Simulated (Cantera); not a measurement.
Mixture: 9.63 % CH4, 1.16 % C2H6, 1.25 % C3H8, 18.5 % O2, 69.5 % N2, at 18.0 bar, adiabatic and at constant pressure. Ignition delay is the time to a rise of 400 K.

Detailed kinetics in Cantera: GRI-Mech 3.0 (53 species, 325 reactions). The pressure lies above the range GRI-Mech 3.0 was tuned for (to about 10 atm).

Q: At T0 = 1500 K, what is the delay, and which 6 reactions control it most (d ln τ / d ln k, from doubling and halving each rate constant)?

A: The delay is 23.2 µs.
```json
[
 {"reaction": "CH3 + HO2 <=> CH3O + OH", "d ln τ / d ln k": "-0.45", "faster rate": "shortens it"},
 {"reaction": "H + O2 <=> O + OH", "d ln τ / d ln k": "-0.35", "faster rate": "shortens it"},
 {"reaction": "C2H5 + CH3 (+M) <=> C3H8 (+M)", "d ln τ / d ln k": "-0.27", "faster rate": "shortens it"},
 {"reaction": "2 CH3 (+M) <=> C2H6 (+M)", "d ln τ / d ln k": "0.26", "faster rate": "lengthens it"},
 {"reaction": "CH4 + OH <=> CH3 + H2O", "d ln τ / d ln k": "0.21", "faster rate": "lengthens it"},
 {"reaction": "CH4 + H <=> CH3 + H2", "d ln τ / d ln k": "0.18", "faster rate": "lengthens it"}
]
```
